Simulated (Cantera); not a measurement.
Cantera with NASA thermochemical tables; ideal gases at 1 bar, condensed phases pure. Values are per mole of reaction as written; species without (g) are pure solids or liquids, kept so even where they would boil at 1 bar.

2 C + MgCO₃ → Mg(g) + 3 CO(g)

| T (K) | ΔH° (kJ) | ΔS° (J/K) | ΔG° (kJ) | log10 K |
|---|---|---|---|---|
| 473 | [?] | [?] | [?] | [?] |
| 523 | 926.0 | 662.3 | 579.7 | -57.89 |
| 573 | 924.8 | 660.0 | 546.6 | -49.83 |
| 623 | 923.2 | 657.4 | 513.7 | -43.07 |
| 673 | 921.5 | 654.7 | 480.9 | -37.32 |
| 723 | 919.6 | 652.0 | 448.2 | -32.38 |
| 773 | [?] | [?] | [?] | [?] |
| 823 | 915.2 | 646.3 | 383.3 | -24.33 |
| 873 | 912.8 | 643.4 | 351.0 | -21.00 |
| 923 | 910.2 | 640.6 | 318.9 | -18.05 |

Task: Fill in the missing entries.

Result: 
- 473, ΔH° (kJ): 927.0
- 473, ΔS° (J/K): 664.2
- 473, ΔG° (kJ): 612.8
- 473, log10 K: -67.67
- 773, ΔH° (kJ): 917.4
- 773, ΔS° (J/K): 649.1
- 773, ΔG° (kJ): 415.7
- 773, log10 K: -28.09
